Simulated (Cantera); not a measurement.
Feed: 1 mol Mg(OH)2, 0.014 mol C, 0.47 mol H2, at 0.133 bar.

Method: chemical equilibrium by Gibbs-energy minimisation in Cantera with the NASA 1993 tables (ideal gas, pure condensed phases). Candidate condensed phases: C, C6H6, C7H8, C8H18, H2O, Mg, MgCO3, MgO, Mg(OH)2; 116 gas species. The numbers say what is thermodynamically allowed, not how fast it happens. All values below are at 1800 K.

Base state: H2O 0.661, H2 0.329, CO 0.00618, CO2 0.00325, H 0.000562, OH 7.46e-5 (mole fractions); condensed: MgO(s).

Q: What changes in the equilibrium state with this change: C from 0.014 to 0.041 mol?

A: 
```tsv
species	before	after
H2O	0.661	0.626
H2	0.329	0.347
CO	0.00618	0.0184
CO2	0.00325	0.00871
OH	7.46e-5	6.88e-5
H	0.000562	0.000577
MgO(s), mol	1.000	1.000
```

Q: What changes in the equilibrium state with this change: pressure from 0.133 bar to 0.000180 bar?

A: 
```tsv
species	before	after
H2O	0.661	0.654
H2	0.329	0.318
H	0.000562	0.0150
Mg	2.34e-6	0.00169
O2	8.78e-8	6.81e-5
O	9.87e-8	7.48e-5
OH	7.46e-5	0.00204
MgOH	9.48e-7	2.54e-5
CO	0.00618	0.00607
MgO(s), mol	1.000	0.997
```
